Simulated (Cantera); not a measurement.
Input (Python, Cantera) and output of one run.

```python
import numpy as np
import cantera as ct

gas_names = """
    Fe FeO Fe(OH)2 H HO2 H2 H2O H2O2 O OH O2 O3
""".split()
cond_names = """
    Fe(a) Fe(c) Fe(d) Fe(L) FeO(s) FeO(L) Fe(OH)2(s) Fe(OH)3(s) Fe2O3(s) Fe3O4(s) H2O(s) H2O(L)
""".split()


# ... load() reads the species with a 1 bar reference pressure and builds the phases ...
atoms = {
    'Fe3O4': {'Fe': 3, 'O': 4},
    'H2O': {'H': 2, 'O': 1},
}
top_T = {'Fe2O3(s)': 1830, 'Fe3O4(s)': 1870}  # K; cautious upper limits of use, not melting points


# ... equilibrate(T, P, feed) seeds the gas with the atoms and calls Mixture.equilibrate('TP', solver="vcs", rtol=1e-11, max_steps=5000) ...
results = []
feed = {'Fe3O4': 1, 'H2O': 0.56}  # mol
T = 773.15  # K
P = 101325  # Pa
mix = equilibrate(T, P, feed)
results.append((T, P, feed, dict(zip(mix.species_names, mix.species_moles))))
print(gas.report(threshold=1e-05))
for i in range(1, mix.n_phases):
    print(f"{mix.phase(i).name:16s} {mix.phase_moles(i):12.5e} mol")
```

Output:

```
       temperature   773.15 K
          pressure   1.0132e+05 Pa
           density   0.28395 kg/m^3
  mean mol. weight   18.015 kg/kmol
   phase of matter   gas

                          1 kg             1 kmol
                     ---------------   ---------------
          enthalpy       -1.2482e+07       -2.2485e+08  J
   internal energy       -1.2838e+07       -2.3128e+08  J
           entropy             12345         2.224e+05  J/K
    Gibbs function       -2.2026e+07        -3.968e+08  J
 heat capacity c_p            2131.7             38402  J/K
 heat capacity c_v            1670.1             30087  J/K

                      mass frac. Y      mole frac. X     chem. pot. / RT
                     ---------------   ---------------   ---------------
                H2        1.4849e-06        1.3269e-05           -28.123
               H2O                 1           0.99999           -61.727
     [  +10 minor]        3.1708e-12        6.8518e-13

Fe(a)             0.00000e+00 mol
FeO(s)            0.00000e+00 mol
Fe(OH)2(s)        0.00000e+00 mol
Fe(OH)3(s)        0.00000e+00 mol
Fe2O3(s)          2.22920e-05 mol
Fe3O4(s)          9.99985e-01 mol
```

Equilibrium computed with Cantera from the NASA thermochemical tables; the gas is ideal and each condensed phase is pure.
